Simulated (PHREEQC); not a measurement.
Dissolve 0.0035 mol/kgw HF, 0.011 mol/kgw NH4F and 0.00012 mol/kgw (NH4)2SiF6 at 60 °C. Closed to the air; pH follows from the charge balance.

All values are PHREEQC results (ion-association model, phreeqc.dat), not measurements.

This is a speciation only: nothing precipitates in the calculation.

Task: Estimate the pH.

Result: pH 3.94.

Task: In which forms is F present?

Result: F- 72 %, HF 21 %, SiF6-2 4.5 %, HF2- 2.1 % of the F.

Away from 25 °C the constants follow the database's enthalpies or fits; those with neither stay at their 25 °C values. SiF6-2 is the database's only silicon fluoride.
